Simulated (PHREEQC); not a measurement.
## Leach liquor: speciation

Consider water at 5 °C with 0.22 mol/kgw HCl, 3e-05 mol/kgw CuSO4 and 0.27 mol/kgw MgSO4. It is in equilibrium with CO2 at log p = 0 (atm). Otherwise closed; pH follows from the charge balance.

Model: ion-association model, phreeqc.dat, run in PHREEQC.

Each row changes one thing in this solution. Precipitation was switched off in this run.

| case | pH | ionic strength (mol/kgw) | HSO4- (mol/kgw) | SO4-2 (mol/kgw) | (CO2)2 (mol/kgw) | HCO3- (mol/kgw) |
|---|---|---|---|---|---|---|
| as made | 1.06 | 0.738 | 0.105 | 0.0770 | 3.00e-5 | 3.25e-7 |
| MgSO4 replaced by Na2SO4 at the same molality | 1.13 | 0.695 | 0.123 | 0.103 | 3.03e-5 | 3.80e-7 |
| CuSO4 from 3e-05 to 4.5e-05 mol/kgw | 1.06 | 0.738 | 0.105 | 0.0770 | 3.00e-5 | 3.25e-7 |
| MgSO4 from 0.27 to 0.054 mol/kgw | 0.84 | 0.340 | 0.0368 | 0.0117 | 3.29e-5 | 1.86e-7 |
| CuSO4 replaced by K2SO4 at the same molality | 1.06 | 0.738 | 0.105 | 0.0770 | 3.00e-5 | 3.25e-7 |
| temperature from 5 to 35 °C | 1.10 | 0.646 | 0.115 | 0.0489 | 1.50e-5 | 2.39e-7 |
| MgSO4 from 0.27 to 0.027 mol/kgw | 0.80 | 0.282 | 0.0201 | 0.00542 | 3.34e-5 | 1.67e-7 |
| CuSO4 left out | 1.06 | 0.738 | 0.105 | 0.0770 | 3.00e-5 | 3.25e-7 |
| 0.51 mol/kgw HNO3 added | 0.39 | 1.26 | 0.185 | 0.0406 | 2.66e-5 | 7.16e-8 |

The ionic strength passes 0.7 mol/kgw, the rough limit of the ion-association models, in as made; CuSO4 from 3e-05 to 4.5e-05 mol/kgw; CuSO4 replaced by K2SO4 at the same molality; CuSO4 left out; 0.51 mol/kgw HNO3 added. Away from 25 °C the constants follow the database's enthalpies or fits; those with neither stay at their 25 °C values.
